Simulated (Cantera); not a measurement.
**Gas activation for diamond growth**

A perfectly stirred reactor is fed with 0.514 % CH₄, 98.9 % H₂, 0.603 % CO₂, at 20.0 Torr; it is held at 2650 K, and followed from long to short residence time.

Model: GRI-Mech 3.0 (53 species, 325 reactions), integrated in Cantera. Radical loss at walls, strong at low pressure, is not modelled.

```tsv
τ (s)	x CH₄	x H₂	x CO₂	x C₂H₄	x CH₂	x CH₂O
2.8	1.47e-7	0.748	1.45e-6	4.01e-12	4.28e-7	1.96e-10
1.0	5.28e-7	0.762	1.59e-6	4.49e-11	1.33e-6	4.53e-10
0.37	2.38e-6	0.792	2.05e-6	6.46e-10	4.22e-6	1.36e-9
0.13	1.54e-5	0.849	4.29e-6	1.15e-8	1.20e-5	5.49e-9
0.047	8.88e-5	0.902	1.35e-5	1.18e-7	2.29e-5	2.12e-8
0.017	0.000327	0.931	4.70e-5	5.70e-7	3.33e-5	5.62e-8
0.0061	0.000893	0.946	0.000170	1.80e-6	4.34e-5	1.05e-7
0.0022	0.00199	0.957	0.000606	4.11e-6	4.70e-5	1.47e-7
0.00079	0.00346	0.969	0.00204	4.66e-6	3.04e-5	1.37e-7
0.00028	0.00443	0.980	0.00461	1.74e-6	8.60e-6	7.69e-8
0.00010	0.00483	0.986	0.00578	3.53e-7	1.77e-6	2.85e-8
```
x: mole fraction; the columns are a selection and need not sum to one.
